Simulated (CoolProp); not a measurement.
Values from CoolProp's reference Helmholtz-energy equation of state, Lemmon 2006. It is a short technical equation, of lower accuracy than the large ones.

**Question.** Give the vapour pressure (kPa), liquid viscosity (µPa s), vapour viscosity (µPa s) of saturated toluene at 42.15, 85.55 °C.

**Answer.** 
```tsv
T (°C)	p (kPa)	liquid viscosity (µPa s)	vapour viscosity (µPa s)
42.15	8.71	454	7.34
85.55	46.9	302	8.27
```

Viscosity comes from a separate model (Avgeri 2015).
